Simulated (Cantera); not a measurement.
A closed system holds: 1 mol C, 0.016 mol O2, 1.5 mol N2, 0.049 mol NH3, equilibrated at 10.0 Torr.

Method: chemical equilibrium by Gibbs-energy minimisation in Cantera with the NASA 1993 tables (ideal gas, pure condensed phases). Candidate condensed phases: C, C6H6, C7H8, C8H18, H2O; 136 gas species. The numbers say what is thermodynamically allowed, not how fast it happens. All values below are at 1075 °C.

Base state: N2 0.935, H2 0.0451, CO 0.0196, HCN 6.57e-5 (mole fractions); condensed: C(graphite).

### Question
What changes in the equilibrium state with this change: C replaced by C2H2?

### Answer
```tsv
species	before	after
N2	0.935	0.580
H2	0.0451	0.408
CO	0.0196	0.0122
CH4	1.58e-7	1.30e-5
H	4.25e-6	1.28e-5
HCN	6.57e-5	0.000156
C(graphite), mol	0.968	1.97
```
